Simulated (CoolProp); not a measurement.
Vapour-liquid equilibrium of methanol (1) + water (2) at 133.05 °C; x and y are mole fractions of (1).

Computed with CoolProp (multi-fluid Helmholtz-energy mixture model, de Reuck 1993 and Wagner 2002; pair parameters Bell 2016).

```
x     bubble pressure (kPa)  y at the bubble point  dew pressure at overall composition x (kPa)  liquid density (mol/L)
----  ---------------------  ---------------------  -------------------------------------------  ----------------------
0.05                      ?                  0.167                                        308.1                       ?
0.2                       ?                  0.459                                        351.9                   41.91
0.35                  558.9                  0.622                                        407.8                   36.22
0.5                   647.0                  0.733                                        481.3                   31.56
0.65                  728.3                  0.821                                        579.7                   27.71
0.8                   806.8                  0.899                                        708.3                   24.48
0.95                  885.6                  0.974                                            ?                   21.74
```

Problem. Complete the blanks.

Solution. 
- 0.05, bubble pressure (kPa): 341.4
- 0.05, liquid density (mol/L): 48.99
- 0.2, bubble pressure (kPa): 459.1
- 0.95, dew pressure at overall composition x (kPa): 860.0

No azeotrope shows between x = 0.05 and 0.95.

Pair parameters are fitted to limited data, so mixtures are less certain than the pure fluids.
